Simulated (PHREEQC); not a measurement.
A solution holds 0.082 mol/kgw HNO3 and 0.002 mol/kgw KNO3, at 69 °C. Closed to the air; pH follows from the charge balance.

Equilibrium calculation in PHREEQC: ion-association model, phreeqc.dat.

Precipitation was switched off in this run.

Problem. Predict the pH, density, specific conductance.

Solution. pH 1.17; density 0.981 g/cm³; specific conductance 63000 µS/cm.

Away from 25 °C the constants follow the database's enthalpies or fits; those with neither stay at their 25 °C values.
